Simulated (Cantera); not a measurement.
A closed system holds: 1 mol Pb, 0.095 mol H2O, 39 mol N2, 25 mol CO, at 1875 K.

Cantera equilibrium calculation (NASA polynomials, part measured and part estimated; ideal gas, pure solids and liquids). Candidate condensed phases: C, C6H6, C7H8, C8H18, H2O, Pb, PbO, PbO2, Pb3O4; 139 gas species. Kinetics and transport are ignored.

Q: Which condensed phases are stable at each of these points (P (Pa)): 10, 120, 1600, 19000, 240000, 3000000?

A: 
```
P (Pa)   condensed phases  Pb condensed (%)
-------  ----------------  ----------------
10               gas only               0.0
120              gas only               0.0
1600             gas only               0.0
19000            gas only               0.0
240000           gas only               0.0
3000000             Pb(l)               4.8
```

From 10.0 Pa to 240000 Pa nothing is condensed. At 3000000 Pa the condensed part is Pb(l).
